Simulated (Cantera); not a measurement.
A Cantera script and what it prints.

```python
import numpy as np
import cantera as ct

gas_names = """
    CL CL2 H HCL H2 N NH NH2 NH3 N2 N2H2 N2H4 Si SiCL SiCL2 SiCL3 SiCL4 SiH SiHCL3 SiH2 SiH2CL2 SiH3
    SiH3CL SiH4 SiN Si2 Si2N Si3
""".split()
cond_names = """
    NH4CL(a) NH4CL(b) Si(cr) Si(L) Si3N4(a)
""".split()


# ... load() reads the species with a 1 bar reference pressure and builds the phases ...
atoms = {
    'Si2H6': {'Si': 2, 'H': 6},
    'Cl2': {'CL': 2},
    'N2': {'N': 2},
}
top_T = {'Si3N4(a)': 2400}  # K; cautious upper limits of use, not melting points


# ... equilibrate(T, P, feed) seeds the gas with the atoms and calls Mixture.equilibrate('TP', solver="vcs", rtol=1e-11, max_steps=5000) ...
results = []
T = 1625  # K
P = 1700  # Pa
for m in [7, 11, 16, 24, 37, 55, 84, 130]:
    feed = {'Si2H6': 1, 'Cl2': 0.028, 'N2': m}  # mol
    mix = equilibrate(T, P, feed)
    results.append((T, P, feed, dict(zip(mix.species_names, mix.species_moles))))

top = {s: max(r[3][s] / sum(r[3][g] for g in gas_names) for r in results) for s in gas_names}
cols = sorted((s for s in top if top[s] > 1e-06), key=lambda s: -top[s])[:9]
seen = [c for c in cond_names if any(r[3].get(c, 0) > 1e-12 for r in results)]
print("log10 of partial pressures in bar; condensed amounts in mol")
print(f"{'n(N2)':>10s}" + "".join(f"{s[:9]:>10s}" for s in cols + seen))
for T, P, feed, n in results:
    ng = sum(n[g] for g in gas_names)
    print(f"{feed['N2']:10.4g}" + "".join(f"{np.log10(max(n[s] / ng * P / 1e5, 1e-99)):10.3f}" for s in cols)
          + "".join(f"{n.get(c, 0):10.4g}" for c in seen))
```

It prints:

```
log10 of partial pressures in bar; condensed amounts in mol
     n(N2)        N2        H2       HCL         H     SiCL2        CL        Si  Si3N4(a)
         7    -1.956    -2.236    -3.968    -5.269    -6.078    -7.105    -7.711    0.6665
        11    -1.888    -2.400    -4.132    -5.352    -6.286    -7.187    -7.756    0.6665
        16    -1.851    -2.545    -4.275    -5.424    -6.455    -7.258    -7.781    0.6665
        24    -1.824    -2.707    -4.437    -5.505    -6.634    -7.339    -7.799    0.6665
        37    -1.805    -2.885    -4.615    -5.594    -6.825    -7.428    -7.811    0.6665
        55    -1.793    -3.051    -4.781    -5.677    -6.998    -7.511    -7.819    0.6665
        84    -1.785    -3.230    -4.961    -5.767    -7.183    -7.601    -7.825    0.6665
       130    -1.780    -3.417    -5.147    -5.860    -7.374    -7.694    -7.828    0.6665
```

Cantera equilibrium calculation (NASA polynomials, part measured and part estimated; ideal gas, pure solids and liquids). The feed counts by its element totals alone.
